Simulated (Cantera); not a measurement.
Feed: 1 mol Fe(CO)₅, 0.18 mol O₂, 30 mol N₂, equilibrated at 2400 Pa.

Equilibrium computed with Cantera from the NASA thermochemical tables; the gas is ideal and each condensed phase is pure. Candidate condensed phases: C, Fe, Fe(CO)₅, FeO, Fe₂O₃, Fe₃O₄; 27 gas species. Rates play no part.

Problem. Which condensed phases are stable at each of these points (T (K)): 925, 975, 1025, 1075, 1125, 1175, 1225, 1275, 1325, 1375, 1425, 1475, 1525?

Solution. 
```csv
T (K),condensed phases,Fe condensed (%)
925,Fe(α),100.0
975,Fe(α),100.0
1025,Fe(α),100.0
1075,Fe(α),100.0
1125,Fe(α),100.0
1175,Fe(α),100.0
1225,Fe(γ),100.0
1275,Fe(γ),100.0
1325,Fe(γ),100.0
1375,Fe(γ),100.0
1425,Fe(γ),100.0
1475,Fe(γ),100.0
1525,Fe(γ),100.0
```

From 925 K to 1175 K the condensed part is Fe(α). From 1225 K to 1525 K the condensed part is Fe(γ).
